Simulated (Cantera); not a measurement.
A closed system holds: 1 mol SiH2Cl2, 4.4 mol NO, 130 mol N2, at 750 K and 1.33 mbar.

Method: chemical equilibrium by Gibbs-energy minimisation in Cantera with the NASA 1993 tables (ideal gas, pure condensed phases). Candidate condensed phases: H2O, NH4Cl, Si, SiO2, Si2N2O, Si3N4; 47 gas species. The numbers say what is thermodynamically allowed, not how fast it happens.

Base state: N2 0.977, HCl 0.0121, O2 0.00821, H2O 0.00132, Cl2 0.00132 (mole fractions); condensed: SiO2(α-quartz).

Question: What changes in the equilibrium state with this change: N2 from 130 to 4.4 mol?

Answer: 
```tsv
species	before	after
N2	0.977	0.684
HCl	0.0121	0.146
O2	0.00821	0.109
Cl2	0.00132	0.0304
H2O	0.00132	0.0304
Cl	2.70e-6	1.30e-5
SiO2(α-quartz), mol	1.00	1.00
```
